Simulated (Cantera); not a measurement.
A perfectly stirred reactor is fed with 5.09 % CH4, 19.2 % O2, 72.3 % N2, 3.36 % H2O, equivalence ratio 0.53, at 760 Torr; it is adiabatic with a 650 K inlet, and is followed from long to short residence time, starting on the burning branch (τ in s: 0.086, 0.034, 0.013, 0.0052, 0.0021, 0.00081, 0.00032, 0.00013, 5e-05, 2e-05, 7.7e-06, 3e-06).

Detailed kinetics in Cantera: GRI-Mech 3.0 (53 species, 325 reactions).

Question: Predict: blow-out, bracketed by the residence times tried; x(CH4) at τ = 86.0 ms; x(O2) at τ = 86.0 ms; x(H2O) at τ = 86.0 ms; x(NO2) at τ = 86.0 ms; x(NO) at τ = 86.0 ms; x(CH4) at τ = 0.320 ms; x(O2) at τ = 0.320 ms; x(H2O) at τ = 0.320 ms; x(NO2) at τ = 0.320 ms; x(NO) at τ = 0.320 ms.

Answer: 
```
Item                                                                            Result
------------------------------------------------  ------------------------------------
blow-out, bracketed by the residence times tried  burning at 0.320 ms, out at 0.130 ms
x(CH4) at τ = 86.0 ms                                                          1.12e-5
x(O2) at τ = 86.0 ms                                                            0.0900
x(H2O) at τ = 86.0 ms                                                            0.135
x(NO2) at τ = 86.0 ms                                                          2.14e-8
x(NO) at τ = 86.0 ms                                                           1.06e-5
x(CH4) at τ = 0.320 ms                                                        0.000617
x(O2) at τ = 0.320 ms                                                           0.0958
x(H2O) at τ = 0.320 ms                                                           0.128
x(NO2) at τ = 0.320 ms                                                         3.12e-9
x(NO) at τ = 0.320 ms                                                          2.87e-6
```
